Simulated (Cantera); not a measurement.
A Cantera script and its output.

```python
import numpy as np
import cantera as ct

gas = ct.Solution("SiF4_NH3_mec.yaml", "gas")
gas.TPX = 2125, 200000, {'NH3': 1, 'N2': 0.27}
reactor = ct.IdealGasConstPressureReactor(gas, energy="off", clone=False)
net = ct.ReactorNet([reactor])
net.rtol, net.atol = 1e-08, 1e-18
show = ['NH3', 'NH2', 'N', 'N2', 'NH', 'H2']
times = np.geomspace(2e-06, 1, 9)

steps = ct.SolutionArray(gas, extra=["t"])
rows = []
print(f"{'t/s':>10s}{'T/K':>9s}{'P/Pa':>11s}" + "".join(f"{s:>11s}" for s in show))
for t in times:
    while net.time < t:
        t_next = net.step()
        steps.append(gas.state, t=t_next)
    rows.append([np.interp(t, steps.t, y) for y in (steps.T, steps.P, *steps(*show).X.T)])
    print(f"{t:10.3e}{rows[-1][0]:9.1f}{rows[-1][1]:11.4g}" + "".join(f"{x:11.3e}" for x in rows[-1][2:]))
rate = np.gradient(steps.T, steps.t)
print("integrator steps:", len(steps.t))
if steps.T.max() > steps.T[0] + 200:
    print(f"time of steepest temperature rise: {steps.t[rate.argmax()]:.4e} s")
gas.TPX = 2125, 200000, {'NH3': 1, 'N2': 0.27}
gas.equilibrate("TP")
print(f"equilibrium (TP): T = {gas.T:.1f} K  " + "  ".join(f"{s} {gas[s].X[0]:.3e}" for s in show))
```

Output:

```
       t/s      T/K       P/Pa        NH3        NH2          N         N2         NH         H2
 2.000e-06   2125.0      2e+05  7.871e-01  2.380e-04  1.896e-10  2.126e-01  2.292e-07  1.191e-04
 1.031e-05   2125.0      2e+05  7.856e-01  1.156e-03  1.266e-08  2.125e-01  6.197e-06  6.980e-04
 5.318e-05   2125.0      2e+05  7.770e-01  2.337e-03  1.092e-07  2.134e-01  1.932e-05  7.165e-03
 2.742e-04   2125.0      2e+05  7.324e-01  2.079e-03  5.115e-07  2.207e-01  2.429e-05  4.467e-02
 1.414e-03   2125.0      2e+05  5.536e-01  1.534e-03  1.371e-06  2.496e-01  2.884e-05  1.950e-01
 7.293e-03   2125.0      2e+05  1.834e-01  6.852e-04  1.830e-06  3.094e-01  2.188e-05  5.059e-01
 3.761e-02   2125.0      2e+05  7.615e-03  6.311e-05  9.392e-07  3.377e-01  4.757e-06  6.529e-01
 1.939e-01   2125.0      2e+05  4.633e-04  4.463e-06  9.062e-08  3.388e-01  3.931e-07  6.587e-01
 1.000e+00   2125.0      2e+05  7.631e-05  7.362e-07  1.500e-08  3.388e-01  6.497e-08  6.590e-01
integrator steps: 1609
equilibrium (TP): T = 2125.0 K  NH3 1.028e-05  NH2 9.917e-08  N 2.021e-09  N2 3.388e-01  NH 8.752e-09  H2 6.590e-01
```

Computed with Cantera and the gas-phase N/H chemistry of the illustrative SiF4/NH3 mechanism in the Surface Chemkin manual (1991). Walls and surfaces, which speed up NH3 decomposition in real reactors, are not modelled.
